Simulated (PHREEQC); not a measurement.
Arsenic or selenium liquor: an equilibrium model

Dissolve 0.0045 mol/kgw H2SeO4 and 0.0017 mol/kgw CaCl2 at 20 °C. Closed to the air; pH follows from the charge balance.

The numbers come from PHREEQC with the ion-association model, wateq4f.dat.

No solid was allowed to form.

Question: Estimate the pH, ionic strength.

Answer: pH 2.13; ionic strength 0.0171 mol/kgw.

Question: In which forms is Se present?

Answer: SeO4-2 83 %, HSeO4- 17 % of the Se.

Complexes and solids missing from the database can't appear.
